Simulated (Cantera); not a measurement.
Charge: 1 mol Si₂Cl₆, 3.9 mol N₂, equilibrated at 750 K and 100000 Pa.

Cantera equilibrium calculation (NASA polynomials, part measured and part estimated; ideal gas, pure solids and liquids). Candidate condensed phases: Si, Si₃N₄; 13 gas species. The feed counts by its element totals alone. N₂ is the only nitrogen source here; it is nearly inert below about 1500 K, so the nitride shown seldom forms there in practice. Rates play no part.

Base state: N₂ 0.704, SiCl₄ 0.296 (mole fractions); condensed: Si₃N₄(s).

Q: What changes in the equilibrium state with this change: Si₂Cl₆ replaced by trisilylamine?

A: 
| species | before | after |
|---|---|---|
| H₂ | 0 | 0.651 |
| N₂ | 0.704 | 0.348 |
| NH₃ | 0 | 0.00158 |
| SiCl₄ | 0.296 | 0 |
| Si₃N₄(s), mol | 0.167 | 1.00 |
